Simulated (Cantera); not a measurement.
Feed: 1 mol HgO, 4.8 mol H₂, 0.21 mol N₂, held at 1450 K and 233 Torr.

Method: chemical equilibrium by Gibbs-energy minimisation in Cantera with the NASA 1993 tables (ideal gas, pure condensed phases). Candidate condensed phases: H₂O, Hg, HgO; 25 gas species. The numbers say what is thermodynamically allowed, not how fast it happens.

Base state: H₂ 0.632, Hg 0.166, H₂O 0.166, N₂ 0.0349, H 1.35e-5 (mole fractions); condensed: gas only.

**Question.** What changes in the equilibrium state with this change: HgO replaced by PbO?

**Answer.** 
| species | before | after |
|---|---|---|
| H₂ | 0.632 | 0.722 |
| H₂O | 0.166 | 0.190 |
| Pb | 0 | 0.0481 |
| Hg | 0.166 | 0 |
| N₂ | 0.0349 | 0.0399 |
| Pb₂ | 0 | 1.45e-5 |
| H | 1.35e-5 | 1.44e-5 |
| Pb(l), mol | 0 | 0.747 |
Further candidate phases: Pb, PbO, PbO₂, Pb₃O₄.
